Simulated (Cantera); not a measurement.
What does this Cantera script print?

```python
import numpy as np
import cantera as ct

gas_names = """
    CL CL2 N N2 Si SiCL SiCL2 SiCL3 SiCL4 SiN Si2 Si2N Si3
""".split()
cond_names = """
    Si(cr) Si(L) Si3N4(a)
""".split()


# ... load() reads the species with a 1 bar reference pressure and builds the phases ...
atoms = {
    'Si': {'Si': 1},
    'Cl2': {'CL': 2},
    'N2': {'N': 2},
}
top_T = {'Si3N4(a)': 2400}  # K; cautious upper limits of use, not melting points


# ... equilibrate(T, P, feed) seeds the gas with the atoms and calls Mixture.equilibrate('TP', solver="vcs", rtol=1e-11, max_steps=5000) ...
results = []
feed = {'Si': 1, 'Cl2': 2.4, 'N2': 51}  # mol
T = 1698.15  # K
for P in [1, 3.6, 13, 46, 170, 600, 2200, 7700, 28000, 100000]:
    mix = equilibrate(T, P, feed)
    results.append((T, P, feed, dict(zip(mix.species_names, mix.species_moles))))

top = {s: max(r[3][s] / sum(r[3][g] for g in gas_names) for r in results) for s in gas_names}
cols = sorted((s for s in top if top[s] > 1e-05), key=lambda s: -top[s])[:8]
seen = [c for c in cond_names if any(r[3].get(c, 0) > 1e-12 for r in results)]
print("log10 of partial pressures in bar; condensed amounts in mol")
print(f"{'P/Pa':>10s}" + "".join(f"{s[:9]:>10s}" for s in cols + seen))
for T, P, feed, n in results:
    ng = sum(n[g] for g in gas_names)
    print(f"{P:10.4g}" + "".join(f"{np.log10(max(n[s] / ng * P / 1e5, 1e-99)):10.3f}" for s in cols)
          + "".join(f"{n.get(c, 0):10.4g}" for c in seen))
```

Result:

```
log10 of partial pressures in bar; condensed amounts in mol
      P/Pa        N2        CL     SiCL4     SiCL2     SiCL3       CL2        Si      SiCL
         1    -5.031    -6.289   -11.312    -6.747    -9.178   -11.136    -8.804    -8.929
       3.6    -4.475    -5.737    -9.651    -6.189    -8.068   -10.032    -9.349    -8.922
        13    -3.917    -5.186    -8.005    -5.646    -6.974    -8.930    -9.909    -8.931
        46    -3.367    -4.662    -6.467    -5.156    -5.959    -7.882   -10.466    -8.964
       170    -2.795    -4.184    -5.140    -4.785    -5.110    -6.926   -11.051    -9.071
       600    -2.242    -3.792    -4.207    -4.636    -4.569    -6.142   -11.686    -9.314
      2200    -1.674    -3.380    -3.470    -4.723    -4.244    -5.318   -12.597    -9.813
      7700    -1.129    -2.925    -2.864    -5.026    -4.093    -4.409   -13.809   -10.570
   2.8e+04    -0.568    -2.440    -2.284    -5.415    -3.997    -3.439   -15.168   -11.445
     1e+05    -0.014    -2.004    -1.725    -5.729    -3.875    -2.567   -16.354   -12.194
```

These are equilibrium values from Cantera (NASA tables, ideal gas, pure condensed phases), not measurements of a reactor. The tables' values for SiCl3, SiCl are old estimates; treat these amounts as uncertain.
